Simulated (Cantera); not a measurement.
An adiabatic, constant-volume homogeneous reactor starts with CO : H2 : O2 : N2 = 1 : 0.51 : 2.29 : 8.6 (molar parts), at 1575 K and 0.987 atm. Integrator tolerance rtol = 1e-08.

Model: GRI-Mech 3.0 (53 species, 325 reactions), integrated in Cantera.

### Question
What does this change do: O2 2.29 to 0.75 parts?

### Answer
```
quantity                                                              before                                    after
---------------------------------  -----------------------------------------  ---------------------------------------
time of steepest temperature rise                                    21.2 µs                                  32.5 µs
temperature at 3.00 s                                                 2499 K                                   2536 K
equilibrium temperature                                               2499 K                                   2536 K
x(CO) at 3.00 s                      0.00675 (gas-phase equilibrium 0.00675)    0.0262 (gas-phase equilibrium 0.0262)
x(H2) at 3.00 s                    0.000543 (gas-phase equilibrium 0.000543)  0.00259 (gas-phase equilibrium 0.00259)
x(O2) at 3.00 s                          0.122 (gas-phase equilibrium 0.122)  0.00968 (gas-phase equilibrium 0.00968)
x(NO) at 3.00 s                        0.0168 (gas-phase equilibrium 0.0168)  0.00542 (gas-phase equilibrium 0.00542)
x(N2O) at 3.00 s                     1.10e-6 (gas-phase equilibrium 1.10e-6)  3.83e-7 (gas-phase equilibrium 3.83e-7)
x(CO2) at 3.00 s                       0.0785 (gas-phase equilibrium 0.0785)    0.0711 (gas-phase equilibrium 0.0711)
x(H2O) at 3.00 s                       0.0391 (gas-phase equilibrium 0.0391)    0.0442 (gas-phase equilibrium 0.0442)
```
